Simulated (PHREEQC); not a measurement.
A solution holds 6.8 mmol/kgw H2SO4, 15 mmol/kgw CuSO4 and 0.066 mmol/kgw MgSO4, at 30 °C. Closed to the air; pH follows from the charge balance.

Equilibrium calculation in PHREEQC: ion-association model, phreeqc.dat.

```json
{
  "pH": "2.14",
  "ionic_strength": "0.0495 mol/kgw",
  "specific_conductance": "5610 µS/cm",
  "total_alkalinity": "-13.6 meq/kg"
}
```

```tsv
species	molality	activity	log γ
SO4-2	0.0115	0.00530	-0.337
Cu+2	0.00979	0.00470	-0.318
H+	0.00850	0.00725	-0.069
CuSO4	0.00521	0.00527	0.005
HSO4-	0.00510	0.00418	-0.086
Mg+2	3.94e-5	1.90e-5	-0.316
MgSO4	2.66e-5	2.69e-5	0.005
CuOH+	7.95e-9	6.48e-9	-0.089
```

Precipitation was switched off in this run. Complexes and solids missing from the database can't appear.
